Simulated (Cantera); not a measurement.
A perfectly stirred reactor is fed with 6.28 % C₃H₈, 19.6 % O₂, 74.1 % N₂, equivalence ratio 1.6, at 100000 Pa; it is adiabatic with a 450 K inlet, and is followed from long to short residence time, starting on the burning branch (τ in s: 0.048, 0.019, 0.0073, 0.0029, 0.0011, 0.00044, 0.00017, 6.7e-05, 2.6e-05, 1e-05, 4e-06).

Detailed kinetics in Cantera: GRI-Mech 3.0 (53 species, 325 reactions). GRI-Mech 3.0 was tuned for natural gas; its chemistry of propane as a main component is partial and can be far from experiment.

**Question.** Predict: blow-out, bracketed by the residence times tried; x(C₃H₈) at τ = 48.0 ms; x(O₂) at τ = 48.0 ms; x(HCO) at τ = 48.0 ms; x(C₂H₂) at τ = 48.0 ms; x(HCN) at τ = 48.0 ms; x(C₃H₈) at τ = 0.440 ms; x(O₂) at τ = 0.440 ms; x(HCO) at τ = 0.440 ms; x(C₂H₂) at τ = 0.440 ms; x(HCN) at τ = 0.440 ms.

**Answer.** 
- blow-out, bracketed by the residence times tried: burning at 0.440 ms, out at 0.170 ms
- x(C₃H₈) at τ = 48.0 ms: 1.47e-6
- x(O₂) at τ = 48.0 ms: 0.000209
- x(HCO) at τ = 48.0 ms: 1.64e-7
- x(C₂H₂) at τ = 48.0 ms: 0.000904
- x(HCN) at τ = 48.0 ms: 0.000100
- x(C₃H₈) at τ = 0.440 ms: 0.000107
- x(O₂) at τ = 0.440 ms: 0.00813
- x(HCO) at τ = 0.440 ms: 8.45e-6
- x(C₂H₂) at τ = 0.440 ms: 0.00514
- x(HCN) at τ = 0.440 ms: 0.000156
